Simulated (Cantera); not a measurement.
A closed system holds: 1 mol CsOH, 0.16 mol H2O, 6.1 mol H2, at 2148 K.

Equilibrium computed with Cantera from the NASA thermochemical tables; the gas is ideal and each condensed phase is pure. Candidate condensed phases: Cs, CsOH, H2O; 15 gas species. Rates play no part.

At 3200 Pa, list the 5 most abundant gas species with their mole fractions, and the condensed phases.

H2 0.715, H2O 0.137, Cs 0.117, H 0.0197, CsOH 0.0113. Condensed: gas only.
